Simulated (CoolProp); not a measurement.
A single-stage vapour-compression cycle with the fluid: evaporating at 280.15 K (dew point), condensing at 321.15 K (bubble point), superheat 0 K, subcooling 5 K, compressor efficiency 0.75, no pressure losses. The same conditions are run with several fluids, on thermodynamics alone (safety and materials aside).

Model: reference Helmholtz-energy equation of state of each fluid (R1224YDZ: Akasaka 2023; R113: Marx 1992; n-perfluorohexane: Gao 2022; R134a: Tillner-Roth 1994; R245fa: Akasaka 2015; R143a: Lemmon and Jacobsen 2000), in CoolProp.

```
fluid              cooling COP  pressure ratio  discharge temperature (K)  refrigerating effect (kJ/kg)  volumetric capacity (kJ/m³)
-----------------  -----------  --------------  -------------------------  ----------------------------  ---------------------------
R1224YDZ                  4.44            4.21                      324.4                           132                          ___
R113                      4.55            4.91                      323.9                           ___                          211
n-perfluorohexane         3.96            5.87                      321.1                           ___                          110
R134a                     4.24             ___                      332.5                           142                          ___
R245fa                    4.45            4.46                      325.2                           ___                          ___
R143a                     3.85            2.88                      333.0                           121                         4100
```

Task: Complete the blanks.

Result: 
- R1224YDZ, volumetric capacity (kJ/m³): 648
- R113, refrigerating effect (kJ/kg): 124
- n-perfluorohexane, refrigerating effect (kJ/kg): 59.9
- R134a, pressure ratio: 3.34
- R134a, volumetric capacity (kJ/m³): 2600
- R245fa, refrigerating effect (kJ/kg): 154
- R245fa, volumetric capacity (kJ/m³): 664

The compression ends wet for: n-perfluorohexane.
